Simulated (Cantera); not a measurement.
Input: 1 mol Si, 9.9 mol HBr, at 1525 K and 1.00 bar.

Cantera equilibrium calculation (NASA polynomials, part measured and part estimated; ideal gas, pure solids and liquids). Candidate condensed phases: Br₂, Si; 19 gas species. The tables' values for SiBr₃ are old estimates; treat these amounts as uncertain. Kinetics and transport are ignored.

Base state: HBr 0.679, H₂ 0.207, SiBr₄ 0.0906, SiBr₂ 0.0105, SiBr₃ 0.00742, Br 0.00324, SiHBr₃ 0.00195, Br₂ 9.03e-5 (mole fractions); condensed: gas only.

Question: What changes in the equilibrium state with this change: temperature from 1525 K to 1400 K?

Answer: 
```
species   before    after
-------  -------  -------
HBr        0.679    0.668
H₂         0.207    0.219
SiBr₄     0.0906    0.106
SiBr₂     0.0105  0.00198
H        1.08e-5  2.28e-6
Br       0.00324  0.00104
SiBr₃    0.00742  0.00277
Br₂      9.03e-5  3.81e-5
```
